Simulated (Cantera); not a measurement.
Input (Python, Cantera) and output of one run.

```python
import numpy as np
import cantera as ct

gas_names = """
    Br Br2 H HBr H2 N NH NH2 NH3 N2 N2H2 N2H4 Si SiBr SiBr2 SiBr3 SiBr4 SiH SiHBr3 SiH2 SiH2Br2 SiH3
    SiH3Br SiH4 SiN Si2 Si2N Si3
""".split()
cond_names = """
    Br2(cr) Br2(L) Si(cr) Si(L) Si3N4(a)
""".split()


# ... load() reads the species with a 1 bar reference pressure and builds the phases ...
atoms = {
    'Si': {'Si': 1},
    'HBr': {'H': 1, 'Br': 1},
    'N2': {'N': 2},
}
top_T = {'Si3N4(a)': 2400}  # K; cautious upper limits of use, not melting points


# ... equilibrate(T, P, feed) seeds the gas with the atoms and calls Mixture.equilibrate('TP', solver="vcs", rtol=1e-11, max_steps=5000) ...
results = []
feed = {'Si': 1, 'HBr': 3.3, 'N2': 4.5}  # mol
T = 1550  # K
P = 8.4  # Pa
mix = equilibrate(T, P, feed)
results.append((T, P, feed, dict(zip(mix.species_names, mix.species_moles))))
print(gas.report(threshold=1e-06))
for i in range(1, mix.n_phases):
    print(f"{mix.phase(i).name:16s} {mix.phase_moles(i):12.5e} mol")
```

Result:

```
       temperature   1550 K
          pressure   8.4 Pa
           density   3.3931e-05 kg/m^3
  mean mol. weight   52.057 kg/kmol
   phase of matter   gas

                          1 kg             1 kmol
                     ---------------   ---------------
          enthalpy         7.929e+05        4.1276e+07  J
   internal energy        5.4534e+05        2.8389e+07  J
           entropy            6518.1        3.3931e+05  J/K
    Gibbs function       -9.3102e+06       -4.8466e+08  J
 heat capacity c_p            700.82             36482  J/K
 heat capacity c_v             541.1             28168  J/K

                      mass frac. Y      mole frac. X     chem. pot. / RT
                     ---------------   ---------------   ---------------
                Br           0.10512          0.068487           -26.554
               Br2        8.0822e-06        2.6328e-06           -53.109
                 H        2.6298e-05         0.0013581            -14.97
               HBr           0.14632          0.094138           -41.524
                H2          0.006049            0.1562            -29.94
                N2           0.29932           0.55622           -36.085
                Si        0.00017887        0.00033154           -4.8434
              SiBr         0.0028372         0.0013677           -31.398
             SiBr2           0.43955           0.12178           -57.952
             SiBr3        0.00056403        0.00010964           -84.506
             SiBr4         1.056e-05         1.581e-06           -111.06
               SiH        1.7638e-06        3.1561e-06           -19.813
               SiN        1.9154e-06        2.3689e-06           -22.886
              Si2N        4.2591e-06        3.1593e-06           -27.729
     [  +14 minor]        1.9829e-06        1.1675e-06

Br2(L)            0.00000e+00 mol
Si(cr)            0.00000e+00 mol
Si3N4(a)          0.00000e+00 mol
```

Cantera equilibrium calculation (NASA polynomials, part measured and part estimated; ideal gas, pure solids and liquids). The tables' values for SiBr, SiBr3 are old estimates; treat these amounts as uncertain.
